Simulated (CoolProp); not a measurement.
Vapour-liquid equilibrium of neopentane (1) + n-pentane (2) at 1.06 MPa; x and y are mole fractions of (1).

Values from CoolProp's multi-fluid Helmholtz-energy mixture model, Lemmon 2006 and Thol 2019; pair parameters Bell 2016.

```
x     bubble temperature, mixture model (°C)  bubble temperature, Raoult's law (°C)  y, mixture model  y, Raoult's law
----  --------------------------------------  -------------------------------------  ----------------  ---------------
0.05                                   126.0                                  125.9             0.074            0.085
0.2                                    120.8                                  120.4             0.277            0.310
0.35                                   115.8                                  115.3             0.455            0.494
0.5                                    111.1                                  110.6             0.609            0.647
0.65                                   106.6                                  106.3             0.744            0.775
0.8                                    102.5                                  102.2             0.862            0.882
0.95                                    98.6                                   98.5             0.967            0.973
```

The largest gap from Raoult's law is +0.5 K in bubble temperature, at x = 0.35. No azeotrope shows between x = 0.05 and 0.95.

Pair parameters are fitted to limited data, so mixtures are less certain than the pure fluids.
